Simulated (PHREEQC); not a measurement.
Ca(OH)2 is added in steps, without added water, to 1 kg of water holding 160 mmol/kgw ZnCl2, 4.6 mmol/kgw NaCl and 1 mmol/kgw H2SO4, at 20 °C. O2 is buffered at 0.21 atm. The system is closed to CO2. Only these solids could form: Gypsum, Portlandite, Zincite(c), Zn4(OH)6SO4, Zn5(OH)8Cl2, Halite, Mirabilite, Goslarite.

Base run: PHREEQC, ion-association model, wateq4f.dat. Each further column changes one thing. The table gives pH.

```
Ca(OH)2 added (mol)   base  all activity coefficients set to 1  metal-ligand complexes left out  Davies equation for every ion
-------------------  -----  ----------------------------------  -------------------------------  -----------------------------
0                     2.82                                 ___                             2.82                           2.84
0.018                 5.94                                 ___                             5.89                           5.91
0.0315                5.98                                 ___                             5.93                           5.95
0.0495                6.03                                5.74                             5.99                           6.01
0.0675                6.10                                5.81                             6.06                           6.08
0.081                 6.17                                 ___                             6.12                           6.14
0.099                 6.30                                6.01                             6.25                           6.27
0.1125                6.46                                6.17                             6.41                           6.44
0.1305                8.52                                 ___                             8.52                           8.56
0.1485                8.57                                8.75                             8.57                           8.62
0.162                10.99                                 ___                            10.99                          11.01
0.18                 12.27                                 ___                            12.27                          12.26
```

### Question
Some entries are withheld; supply them.

### Answer

- 0, all activity coefficients set to 1: 2.70
- 0.018, all activity coefficients set to 1: 5.65
- 0.0315, all activity coefficients set to 1: 5.69
- 0.081, all activity coefficients set to 1: 5.88
- 0.1305, all activity coefficients set to 1: 8.70
- 0.162, all activity coefficients set to 1: 10.78
- 0.18, all activity coefficients set to 1: 12.01
